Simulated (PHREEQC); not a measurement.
Consider water at 20 °C with 0.0048 mol/kgw ZnSO4. Closed to the air; pH follows from the charge balance.

Model: ion-association model, phreeqc.dat, run in PHREEQC.

```json
{
  "pH": "5.92",
  "ionic_strength": "0.0145 mol/kgw",
  "specific_conductance": "727 µS/cm"
}
```

```
species     molality  activity   log γ
----------  --------  --------  ------
Zn+2         0.00362   0.00227  -0.203
SO4-2        0.00359   0.00224  -0.204
ZnSO4        0.00114   0.00115   0.001
Zn(SO4)2-2   3.51e-5   2.17e-5  -0.209
ZnOH+        1.57e-6   1.39e-6  -0.052
H+           1.35e-6   1.21e-6  -0.045
HSO4-        2.68e-7   2.38e-7  -0.052
Zn(OH)2      1.93e-8   1.94e-8   0.001
OH-          6.38e-9   5.64e-9  -0.053
```

No solid was allowed to form. Complexes and solids missing from the database can't appear.
